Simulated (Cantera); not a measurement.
An adiabatic, constant-volume homogeneous reactor starts with CH4 : O2 : N2 = 1 : 1.33 : 6.67 (molar parts), at 1075 K and 5.13 atm. Integrator tolerance rtol = 1e-08.

Model: GRI-Mech 3.0 (53 species, 325 reactions), integrated in Cantera.

Question: What does this change do: initial temperature 1075 to 1398 K?

Answer: 
```csv
quantity,before,after
time of steepest temperature rise,82.1 ms,1.40 ms
temperature at 2.00 s,2601 K,2824 K
equilibrium temperature,2601 K,2824 K
x(CH4) at 2.00 s,5.02e-11 (gas-phase equilibrium 5.65e-11),1.62e-11 (gas-phase equilibrium 1.85e-11)
x(O2) at 2.00 s,3.57e-5 (gas-phase equilibrium 3.57e-5),0.000264 (gas-phase equilibrium 0.000264)
x(CH2CO) at 2.00 s,<1e-12 (gas-phase equilibrium <1e-12),<1e-12 (gas-phase equilibrium <1e-12)
x(NO) at 2.00 s,0.000333 (gas-phase equilibrium 0.000333),0.00126 (gas-phase equilibrium 0.00126)
x(CO2) at 2.00 s,0.0271 (gas-phase equilibrium 0.0271),0.0252 (gas-phase equilibrium 0.0252)
x(CO) at 2.00 s,0.0761 (gas-phase equilibrium 0.0761),0.0776 (gas-phase equilibrium 0.0776)
x(H2) at 2.00 s,0.0620 (gas-phase equilibrium 0.0620),0.0610 (gas-phase equilibrium 0.0610)
```
